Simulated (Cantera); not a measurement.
Input (Python, Cantera) and output of one run.

```python
import numpy as np
import cantera as ct

gas_names = """
    CL CLO CL2 H HCL HOCL HO2 H2 H2O H2O2 O OH O2 O3 Ti TiCL TiCL2 TiCL3 TiCL4 TiO TiOCL TiOCL2 TiO2
""".split()
cond_names = """
    H2O(s) H2O(L) Ti(a) Ti(b) Ti(L) TiCL2(s) TiCL3(s) TiCL4(L) TiO(a) TiO(b) TiO(L) TiO2(ru) TiO2(L)
    Ti2O3(a) Ti2O3(b) Ti2O3(L) Ti3O5(a) Ti3O5(b) Ti3O5(L) Ti4O7(s) Ti4O7(L)
""".split()


def load(file, names, dense=False):
    # The tables refer to 1 bar. Condensed volumes are neglected.
    table = {s.name: s for s in ct.Species.list_from_file(file)}
    out = []
    for n in names:
        d = dict(table[n].input_data)
        d["thermo"] = dict(d["thermo"], **{"reference-pressure": 1e5})
        if dense:
            d["equation-of-state"] = {"model": "constant-volume", "density": "1e6 g/cm^3"}
        out.append(ct.Species.from_dict(d))
    return out


gas = ct.Solution(thermo="ideal-gas", species=load("nasa_gas.yaml", gas_names))
cond = {s.name: ct.Solution(thermo="fixed-stoichiometry", species=[s], name=s.name)
        for s in load("nasa_condensed.yaml", cond_names, dense=True)}
atoms = {
    'TiCl4': {'Ti': 1, 'CL': 4},
    'O2': {'O': 2},
    'H2': {'H': 2},
}
top_T = {'TiCL2(s)': 1300, 'TiCL3(s)': 1000}  # K; cautious upper limits of use, not melting points


def equilibrate(T, P, feed):
    n = {}
    for name, mol in feed.items():
        for a, k in atoms[name].items():
            n[a] = n.get(a, 0.0) + k * mol
    gas.TPX = T, P, n
    mass = sum(n.values()) * gas.mean_molecular_weight
    gas.equilibrate("TP")
    valid = [c for c in cond.values() if c.min_temp <= T <= top_T.get(c.name, c.max_temp)]
    mix = ct.Mixture([(gas, mass / gas.mean_molecular_weight)] + [(c, 0.0) for c in valid])
    mix.T, mix.P = T, P
    mix.equilibrate("TP", solver="vcs", rtol=1e-11, max_steps=5000)
    return mix


results = []
T = 1475  # K
P = 140  # Pa
for m in [0.19, 0.28, 0.41, 0.61, 0.9, 1.3, 2, 2.9, 4.3, 6.3, 9.3, 14]:
    feed = {'TiCl4': 1, 'O2': m, 'H2': 29}  # mol
    mix = equilibrate(T, P, feed)
    results.append((T, P, feed, dict(zip(mix.species_names, mix.species_moles))))

top = {s: max(r[3][s] / sum(r[3][g] for g in gas_names) for r in results) for s in gas_names}
cols = sorted((s for s in top if top[s] > 1e-05), key=lambda s: -top[s])[:9]
seen = [c for c in cond_names if any(r[3].get(c, 0) > 1e-12 for r in results)]
print("log10 of partial pressures in bar; condensed amounts in mol")
print(f"{'n(O2)':>10s}" + "".join(f"{s[:9]:>10s}" for s in cols + seen))
for T, P, feed, n in results:
    ng = sum(n[g] for g in gas_names)
    print(f"{feed['O2']:10.4g}" + "".join(f"{np.log10(max(n[s] / ng * P / 1e5, 1e-99)):10.3f}" for s in cols)
          + "".join(f"{n.get(c, 0):10.4g}" for c in seen))
```

Output:

```
log10 of partial pressures in bar; condensed amounts in mol
     n(O2)        H2       H2O       HCL     TiCL3     TiCL2         H        CL     TiCL4        OH    TiO(b)  TiO2(ru)  Ti2O3(b)  Ti3O5(b)  Ti4O7(s)
      0.19    -2.896    -8.865    -3.995    -4.620    -5.397    -6.335    -7.525    -6.599   -13.885      0.38         0         0         0         0
      0.28    -2.901    -8.460    -3.907    -4.759    -5.627    -6.338    -7.435    -6.648   -13.478    0.5599         0         0         0         0
      0.41    -2.905    -8.110    -3.847    -4.926    -5.856    -6.340    -7.373    -6.752   -13.126    0.4718         0     0.116         0         0
      0.61    -2.908    -7.897    -3.806    -5.123    -6.095    -6.341    -7.330    -6.907   -12.911         0         0    0.4066         0         0
       0.9    -2.916    -5.380    -3.743    -8.890    -9.929    -6.345    -7.264   -10.608   -10.391         0         0         0    0.1694    0.1229
       1.3    -2.924    -4.567    -3.743   -10.372   -11.415    -6.349    -7.260   -12.086    -9.574         0         1         0         0         0
         2    -2.947    -4.044    -3.743   -11.430   -12.484    -6.361    -7.248   -13.132    -9.039         0         1         0         0         0
       2.9    -2.980    -3.766    -3.743   -12.004   -13.074    -6.377    -7.232   -13.690    -8.744         0         1         0         0         0
       4.3    -3.036    -3.526    -3.743   -12.511   -13.610    -6.405    -7.204   -14.169    -8.477         0         1         0         0         0
       6.3    -3.131    -3.320    -3.743   -12.970   -14.116    -6.452    -7.157   -14.581    -8.223         0         1         0         0         0
       9.3    -3.328    -3.125    -3.743   -13.459   -14.704    -6.551    -7.058   -14.970    -7.930         0         1         0         0         0
        14    -4.344    -2.930    -3.744   -14.358   -16.110    -7.059    -6.550   -15.362    -7.227         0         1         0         0         0
```

These are equilibrium values from Cantera (NASA tables, ideal gas, pure condensed phases), not measurements of a reactor. Mutual solubility and eutectic melting of coexisting phases are not modelled. The tables' values for TiCl2 are old estimates; treat these amounts as uncertain. TiO: taken at fixed stoichiometry. Condensed phases not in the tables: Magnéli phases beyond Ti4O7.
